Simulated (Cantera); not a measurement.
A Cantera script and its output.

```python
import numpy as np
import cantera as ct

gas = ct.Solution("gri30.yaml")
gas.TPX = 1773, 100000, {'CH4': 1, 'CO': 0.31, 'O2': 1.44, 'N2': 5.4}
reactor = ct.IdealGasConstPressureReactor(gas, energy="on", clone=False)
net = ct.ReactorNet([reactor])
net.rtol, net.atol = 1e-08, 1e-16
show = ['CH4', 'CO', 'O2', 'H2O', 'CO2', 'CH2CO']
times = np.geomspace(3e-06, 2, 10)

steps = ct.SolutionArray(gas, extra=["t"])
rows = []
print(f"{'t/s':>10s}{'T/K':>9s}{'P/Pa':>11s}" + "".join(f"{s:>11s}" for s in show))
for t in times:
    while net.time < t:
        t_next = net.step()
        steps.append(gas.state, t=t_next)
    rows.append([np.interp(t, steps.t, y) for y in (steps.T, steps.P, *steps(*show).X.T)])
    print(f"{t:10.3e}{rows[-1][0]:9.1f}{rows[-1][1]:11.4g}" + "".join(f"{x:11.3e}" for x in rows[-1][2:]))
rate = np.gradient(steps.T, steps.t)
print("integrator steps:", len(steps.t))
if steps.T.max() > steps.T[0] + 200:
    print(f"time of steepest temperature rise: {steps.t[rate.argmax()]:.4e} s")
gas.TPX = 1773, 100000, {'CH4': 1, 'CO': 0.31, 'O2': 1.44, 'N2': 5.4}
gas.equilibrate("HP")
print(f"equilibrium (HP): T = {gas.T:.1f} K  " + "  ".join(f"{s} {gas[s].X[0]:.3e}" for s in show))
```

Result:

```
       t/s      T/K       P/Pa        CH4         CO         O2        H2O        CO2      CH2CO
 3.000e-06   1772.9      1e+05  1.227e-01  3.804e-02  1.767e-01  6.849e-06  8.577e-07  3.140e-10
 1.331e-05   1772.5      1e+05  1.225e-01  3.803e-02  1.766e-01  6.153e-05  7.472e-06  7.471e-09
 5.906e-05   1773.9      1e+05  1.202e-01  3.806e-02  1.755e-01  1.221e-03  9.406e-05  8.345e-07
 2.621e-04   2793.7      1e+05  7.273e-14  1.091e-01  4.812e-03  1.391e-01  3.635e-02  8.961e-16
 1.163e-03   2841.4      1e+05  1.504e-13  1.095e-01  3.644e-03  1.427e-01  3.654e-02  1.623e-15
 5.160e-03   2837.9      1e+05  1.555e-13  1.097e-01  3.493e-03  1.424e-01  3.633e-02  1.652e-15
 2.289e-02   2837.9      1e+05  1.555e-13  1.097e-01  3.492e-03  1.424e-01  3.633e-02  1.652e-15
 1.016e-01   2837.9      1e+05  1.555e-13  1.097e-01  3.492e-03  1.424e-01  3.633e-02  1.652e-15
 4.507e-01   2837.9      1e+05  1.555e-13  1.097e-01  3.492e-03  1.424e-01  3.633e-02  1.652e-15
 2.000e+00   2837.9      1e+05  1.555e-13  1.097e-01  3.492e-03  1.424e-01  3.633e-02  1.652e-15
integrator steps: 1694
time of steepest temperature rise: 1.4590e-04 s
equilibrium (HP): T = 2837.9 K  CH4 1.893e-13  CO 1.097e-01  O2 3.492e-03  H2O 1.424e-01  CO2 3.633e-02  CH2CO 1.776e-15
```

Computed with Cantera and GRI-Mech 3.0 (53 species, 325 reactions).
